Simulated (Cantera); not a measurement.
## Thermodynamics of silicon oxide and oxynitride deposition, feed HMDSO + CO2 + N2

Input: 1 mol HMDSO, 9.1 mol CO2, 24 mol N2, at 1100 Pa.

Method: chemical equilibrium by Gibbs-energy minimisation in Cantera with the NASA 1993 tables (ideal gas, pure condensed phases). Candidate condensed phases: C, C6H6, C7H8, C8H18, H2O, Si, SiC, SiO2, Si2N2O, Si3N4; 151 gas species. The feed counts by its element totals alone. The tables hold silica as quartz up to 1696 K and as liquid above; real silica turns to tridymite and cristobalite and melts near 1996 K. Kinetics and transport are ignored.

At 500 °C the condensed part is C(graphite) + SiO2(α-quartz). From 575 °C to 650 °C the condensed part is C(graphite) + SiO2(β-quartz). From 725 °C to 1400 °C the condensed part is SiO2(β-quartz).

| T (°C) | x N2 | x CO | x H2 | x CO2 | x H2O | n C(graphite) | n SiO2(α-quartz) | n SiO2(β-quartz) |
|---|---|---|---|---|---|---|---|---|
| 500 | 0.546 | 0.171 | 0.186 | 0.0788 | 0.0167 | 4.07 | 2.00 | 0 |
| 575 | 0.510 | 0.280 | 0.186 | 0.0196 | 0.00423 | 1.01 | 0 | 2.00 |
| 650 | 0.500 | 0.309 | 0.186 | 0.00332 | 0.000979 | 0.102 | 0 | 2.00 |
| 725 | 0.499 | 0.312 | 0.186 | 0.00148 | 0.000612 | 0 | 0 | 2.00 |
| 800 | 0.499 | 0.313 | 0.186 | 0.00134 | 0.000739 | 0 | 0 | 2.00 |
| 875 | 0.499 | 0.313 | 0.186 | 0.00122 | 0.000859 | 0 | 0 | 2.00 |
| 950 | 0.499 | 0.313 | 0.186 | 0.00111 | 0.000967 | 0 | 0 | 2.00 |
| 1025 | 0.499 | 0.313 | 0.186 | 0.00102 | 0.00106 | 0 | 0 | 2.00 |
| 1100 | 0.499 | 0.313 | 0.186 | 0.000935 | 0.00114 | 0 | 0 | 2.00 |
| 1175 | 0.499 | 0.313 | 0.186 | 0.000866 | 0.00122 | 0 | 0 | 2.00 |
| 1250 | 0.499 | 0.313 | 0.186 | 0.000819 | 0.00130 | 0 | 0 | 2.00 |
| 1325 | 0.499 | 0.313 | 0.185 | 0.000847 | 0.00150 | 0 | 0 | 1.99 |
| 1400 | 0.498 | 0.312 | 0.184 | 0.00110 | 0.00215 | 0 | 0 | 1.94 |
x: gas mole fraction; n: condensed amount in mol.
